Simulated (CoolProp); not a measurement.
Vapour-liquid equilibrium of R22 (1) + R134a (2) at 211.2 K; x and y are mole fractions of (1).

The numbers come from the multi-fluid Helmholtz-energy mixture model, Kamei 1995 and Tillner-Roth 1994; pair parameters Bell 2016 in CoolProp.

Problem. Give the bubble pressure and the first vapour's composition at x = 0.65, 0.8, 0.95. Is there an azeotrope?

Solution. x = 0.65: 27.69 kPa, y = 0.804; x = 0.8: 30.22 kPa, y = 0.892; x = 0.95: 32.69 kPa, y = 0.974. No azeotrope shows between x = 0.05 and 0.95.

The pair parameters rest on a limited set of measurements; away from them the model extrapolates.
